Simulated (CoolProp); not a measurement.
Normal hydrogen at 293.15 K and 1.7 MPa is throttled through a valve to 1.05 MPa with no heat exchange. Each further row changes one setting.

Values from CoolProp's reference Helmholtz-energy equation of state, Leachman 2009.

```csv
case,temperature change (K),final phase,final density (kg/m³)
as stated,+0.2,gas,0.862
outlet pressure 0.315 MPa,+0.4,gas,(withheld)
outlet pressure 1.37 MPa,+0.1,(withheld),(withheld)
```

Problem. Fill in the missing entries.

Solution. 
- outlet pressure 0.315 MPa, final density (kg/m³): 0.260
- outlet pressure 1.37 MPa, final phase: supercritical
- outlet pressure 1.37 MPa, final density (kg/m³): 1.12
